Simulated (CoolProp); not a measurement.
Properties of R1234ze(Z) along the isotherm 367.4 K.

Values from CoolProp's reference Helmholtz-energy equation of state, Akasaka 2019.

```tsv
p (kPa)	phase	cp (kJ/(kg K))	isothermal compressibility (1/MPa)
1100	gas	1.222	1.265
2210	liquid	1.535	0.01050
3310	liquid	1.509	0.009327
4410	liquid	1.487	0.008417
5520	liquid	1.469	0.007681
6620	liquid	1.454	0.007080
7720	liquid	1.440	0.006575
8830	liquid	1.429	0.006141
```
